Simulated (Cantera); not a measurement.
Input: 1 mol Fe(CO)₅, 0.011 mol O₂, 0.16 mol H₂, equilibrated at 1300 °C and 1.33 mbar.

Method: chemical equilibrium by Gibbs-energy minimisation in Cantera with the NASA 1993 tables (ideal gas, pure condensed phases). Candidate condensed phases: C, C₆H₆, C₇H₈, C₈H₁₈, Fe, Fe(CO)₅, FeO, Fe(OH)₂, Fe(OH)₃, Fe₂O₃, Fe₃O₄, H₂O; 114 gas species. The numbers say what is thermodynamically allowed, not how fast it happens.

Base state: CO 0.965, H₂ 0.0305, CO₂ 0.00390, Fe 0.000493, H₂O 0.000357, H 0.000195 (mole fractions); condensed: Fe(γ).

Question: What changes in the equilibrium state with this change: H₂ from 0.16 to 9.6 mol?

Answer: 
```json
[
 {"species": "H₂", "before": "0.0305", "after": "0.655"},
 {"species": "CO", "before": "0.965", "after": "0.342"},
 {"species": "H₂O", "before": "0.000357", "after": "0.00128"},
 {"species": "CO₂", "before": "0.00390", "after": "0.000230"},
 {"species": "Fe", "before": "0.000493", "after": "0.000493"},
 {"species": "H", "before": "0.000195", "after": "0.000901"},
 {"species": "Fe(γ), mol", "before": "0.997", "after": "0.993"}
]
```
